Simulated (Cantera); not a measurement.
What does this Cantera script print?

```python
import numpy as np
import cantera as ct

gas_names = """
    H HO2 H2 H2O H2O2 H2S H2SO4 Mg MgH MgO MgOH MgO2H2 MgS Mg2 O OH O2 O3 S SH SO SO2 SO3 S2 S2O S8
""".split()
cond_names = """
    H2O(s) H2O(L) H2SO4(L) Mg(cr) Mg(L) MgO(s) MgO(L) MgO2H2(s) MgS(s) MgSO4(s) MgSO4(L) S(cr1) S(cr2)
    S(L)
""".split()


# ... load() reads the species with a 1 bar reference pressure and builds the phases ...
atoms = {
    'MgSO4': {'Mg': 1, 'S': 1, 'O': 4},
    'H2O': {'H': 2, 'O': 1},
}
top_T = {'MgS(s)': 2250}  # K; cautious upper limits of use, not melting points


# ... equilibrate(T, P, feed) seeds the gas with the atoms and calls Mixture.equilibrate('TP', solver="vcs", rtol=1e-11, max_steps=5000) ...
results = []
feed = {'MgSO4': 1, 'H2O': 0.076}  # mol
T = 1425  # K
P = 1333.22  # Pa
mix = equilibrate(T, P, feed)
results.append((T, P, feed, dict(zip(mix.species_names, mix.species_moles))))
x = sorted(zip(gas.X, gas.species_names), reverse=True)
print(f"T = {T:g} K  P = {P:g} Pa  gas = {mix.phase_moles(0):.4g} mol")
print("   x: " + "  ".join(f"{s} {v:.3e}" for v, s in x if v > 0.0001))
print("   condensed (mol): " + ("  ".join(f"{mix.phase(i).name} {mix.phase_moles(i):.4g}"
      for i in range(1, mix.n_phases) if mix.phase_moles(i) > 1e-12) or "none"))
```

Result:

```
T = 1425 K  P = 1333.22 Pa  gas = 1.574 mol
   x: SO2 6.329e-01  O2 3.164e-01  H2O 4.823e-02  SO3 2.301e-03
   condensed (mol): MgO(s) 1
```

Equilibrium computed with Cantera from the NASA thermochemical tables; the gas is ideal and each condensed phase is pure.
